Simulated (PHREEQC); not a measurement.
Dissolve 0.74 mol LiCl and 0.019 mol BaCl2 per kg of water at 25 °C. Closed to the air; pH follows from the charge balance.

Model: Pitzer model, pitzer.dat, run in PHREEQC.

### Question
The ionic strength comes out as 0.797 mol/kgw. What activity coefficients do Li+, Ba+2, Cl- get?

### Answer
Li+ 0.91, Ba+2 0.24, Cl- 0.62. Single-ion values are on the MacInnes scale.

This is a speciation only: nothing precipitates in the calculation.
